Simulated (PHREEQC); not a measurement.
Solution (20 °C): 0.066 mol/kgw Cu(NO3)2, 0.0015 mol/kgw HNO3 and 0.0038 mol/kgw FeCl3. Closed to the air; pH follows from the charge balance.

The numbers come from PHREEQC with the ion-association model, phreeqc.dat.

No solid was allowed to form.

Question: Estimate the pH.

Answer: pH 2.53.

Question: In which forms is Cl present?

Answer: Cl- 95 %, CuCl+ 4.2 %, FeCl+2 1.2 % of the Cl.

The solution is supersaturated, for example in Hematite (slow to form), Goethite (slow to form), so a real one may precipitate; this is no full list. Complexes and solids missing from the database can't appear.
